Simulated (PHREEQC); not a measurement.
Consider water at 25 °C with 0.0064 mol/kgw H2SeO3, 0.01 mol/kgw NH3 and 7.2e-05 mol/kgw CaCl2. Closed to the air; pH follows from the charge balance.

Equilibrium calculation in PHREEQC: ion-association model, wateq4f.dat.

pH: 8.24
ionic strength: 0.0122 mol/kgw
total alkalinity: -2.80 meq/kg

```
species  molality  activity   log γ
-------  --------  --------  ------
NH4+      0.00919   0.00821  -0.049
HSeO3-    0.00362   0.00323  -0.049
SeO3-2    0.00279   0.00178  -0.195
NH3      0.000813  0.000813   0.000
Cl-      0.000144  0.000128  -0.050
Ca+2      7.20e-5   4.66e-5  -0.189
OH-       1.95e-6   1.74e-6  -0.050
H2SeO3    1.04e-8   1.04e-8   0.001
H+        6.34e-9   5.75e-9  -0.042
CaOH+     1.50e-9   1.35e-9  -0.046
```

No solid was allowed to form. Species that the database lacks are ignored.
